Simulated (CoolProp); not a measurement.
A closed Brayton cycle with carbon dioxide: compressor inlet 330.15 K and 8.3 MPa, high pressure 18.6 MPa, turbine inlet 980 K, compressor efficiency 0.8, turbine efficiency 0.85, recuperator effectiveness 0.9 (on enthalpy, no pinch check). Each further row changes one setting.

The numbers come from the reference Helmholtz-energy equation of state, Span 1996 in CoolProp.

```tsv
case	thermal efficiency (%)	net work (kJ/kg)	compressor to turbine work	compressor exit (K)	turbine exit (K)
as stated	32.2	76.9	0.37	401.3	877.5
turbine inlet 930 K	31.0	70.3	0.39	401.3	831.0
compressor inlet 340.15 K	31.3	71.9	0.41	415.6	877.5
high pressure 15.8 MPa	30.1	63.6	0.35	386.5	897.7
recuperator effectiveness 0.5	16.7	76.9	0.37	401.3	877.5
```
